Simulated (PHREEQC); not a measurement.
1 kg of water holding 2 mmol/kgw K2SO4, 3.5 mmol/kgw K2CO3 and 19 mmol/kgw KHCO3 is evaporated at 25 °C; the solids stay in contact with the brine. The system is closed to CO2. The run lets Arcanite, Kalicinite, Misenite precipitate or redissolve, and no other solid.

The series has 28 steps of water left (kg), from 1 to 0.005013.

Computed with PHREEQC (Pitzer model, pitzer.dat).

Which solids form, in which order, and at which step of the series does each first stand?

Arcanite from water left = 0.009031 kg (pH 8.82); Kalicinite from water left = 0.005013 kg (pH 8.95).
